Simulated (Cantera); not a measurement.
## Hydrocarbon pyrolysis for carbon deposition

An isothermal, constant-pressure homogeneous reactor starts with 2.27 % CH₄, 97.7 % H₂, at 1600 K and 0.0267 bar.

Cantera simulation using GRI-Mech 3.0 (53 species, 325 reactions); the numbers are that mechanism's predictions, not measurements. GRI-Mech 3.0 stops at C3 and has no aromatics, soot or wall deposition, so with more carbon than oxygen in the feed, carbon stays in small species such as C2H2 where larger ones or solid carbon would form. Radical loss at walls, strong at low pressure, is not modelled.

```
t (s)       x CH₄   x H₂     x C₂H    x C₂H₄     x CH₃    x C₂H₂       x H
--------  -------  -----  --------  --------  --------  --------  --------
1.00e-6    0.0227  0.977    <1e-12    <1e-12   2.42e-9    <1e-12   2.47e-9
5.29e-6    0.0227  0.977    <1e-12    <1e-12   1.24e-8    <1e-12   1.35e-8
2.79e-5    0.0227  0.977    <1e-12    <1e-12   5.73e-8    <1e-12   7.95e-8
0.000148   0.0227  0.977    <1e-12    <1e-12   2.50e-7    <1e-12   4.73e-7
0.000781   0.0227  0.977    <1e-12  3.27e-11   1.24e-6    <1e-12   2.58e-6
0.00413    0.0227  0.977    <1e-12   4.84e-9   6.49e-6  5.98e-11   1.37e-5
0.0218     0.0227  0.977    <1e-12   6.85e-7   3.36e-5   8.92e-8   7.12e-5
0.115      0.0224  0.977  5.33e-11   1.95e-5  0.000119   6.05e-5  0.000256
0.609      0.0206  0.978  9.60e-10   2.34e-5  0.000126  0.000949  0.000295
3.22       0.0142  0.981   4.30e-9   2.20e-5   8.96e-5   0.00411  0.000305
17.0      0.00509  0.986   9.45e-9   2.63e-5   3.39e-5   0.00858  0.000324
90.0      0.00129  0.988   1.18e-8   3.04e-5   8.80e-6    0.0104  0.000332
```
x: mole fraction; the columns are a selection and need not sum to one.

Equilibrium at this temperature and pressure: CH₄ 0.000834, H₂ 0.988, C₂H 1.21e-8, C₂H₄ 3.10e-5, CH₃ 5.71e-6, C₂H₂ 0.0107, H 0.000333 (gas phase only).
